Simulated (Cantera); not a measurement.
A Cantera script and what it prints.

```python
import numpy as np
import cantera as ct

gas_names = """
    Fe FeO N NO NO2 NO3 N2 N2O O O2 O3
""".split()
cond_names = """
    Fe(a) Fe(c) Fe(d) Fe(L) FeO(s) FeO(L) Fe2O3(s) Fe3O4(s)
""".split()


# ... load() reads the species with a 1 bar reference pressure and builds the phases ...
atoms = {
    'Fe': {'Fe': 1},
    'O2': {'O': 2},
    'N2': {'N': 2},
}
top_T = {'Fe2O3(s)': 1830, 'Fe3O4(s)': 1870}  # K; cautious upper limits of use, not melting points


# ... equilibrate(T, P, feed) seeds the gas with the atoms and calls Mixture.equilibrate('TP', solver="vcs", rtol=1e-11, max_steps=5000) ...
results = []
feed = {'Fe': 1, 'O2': 0.39, 'N2': 71}  # mol
P = 1333.22  # Pa
for T in [1100, 1150, 1200, 1250, 1300, 1350, 1400, 1450, 1500, 1550, 1600, 1650]:
    mix = equilibrate(T, P, feed)
    results.append((T, P, feed, dict(zip(mix.species_names, mix.species_moles))))

top = {s: max(r[3][s] / sum(r[3][g] for g in gas_names) for r in results) for s in gas_names}
cols = sorted((s for s in top if top[s] > 0.0001), key=lambda s: -top[s])[:5]
seen = [c for c in cond_names if any(r[3].get(c, 0) > 1e-12 for r in results)]
print("log10 of partial pressures in bar; condensed amounts in mol")
print(f"{'T/K':>10s}" + "".join(f"{s[:9]:>10s}" for s in cols + seen))
for T, P, feed, n in results:
    ng = sum(n[g] for g in gas_names)
    print(f"{T:10.4g}" + "".join(f"{np.log10(max(n[s] / ng * P / 1e5, 1e-99)):10.3f}" for s in cols)
          + "".join(f"{n.get(c, 0):10.4g}" for c in seen))
```

Output:

```
log10 of partial pressures in bar; condensed amounts in mol
       T/K        N2        Fe     Fe(a)     Fe(c)    FeO(s)    FeO(L)
      1100    -1.875   -11.899      0.22         0      0.78         0
      1150    -1.875   -11.066      0.22         0      0.78         0
      1200    -1.875   -10.304         0      0.22      0.78         0
      1250    -1.875    -9.606         0      0.22      0.78         0
      1300    -1.875    -8.962         0      0.22      0.78         0
      1350    -1.875    -8.367         0      0.22      0.78         0
      1400    -1.875    -7.815         0    0.2199      0.78         0
      1450    -1.875    -7.302         0    0.2197      0.78         0
      1500    -1.875    -6.824         0    0.2192      0.78         0
      1550    -1.875    -6.378         0    0.2178      0.78         0
      1600    -1.875    -5.960         0    0.2142      0.78         0
      1650    -1.875    -5.568         0    0.2056         0    0.7799
```

Equilibrium computed with Cantera from the NASA thermochemical tables; the gas is ideal and each condensed phase is pure. Mutual solubility and eutectic melting of coexisting phases are not modelled. The tables' stoichiometric FeO is somewhat more stable than real wüstite, so its field is too wide. FeO: taken at fixed stoichiometry.
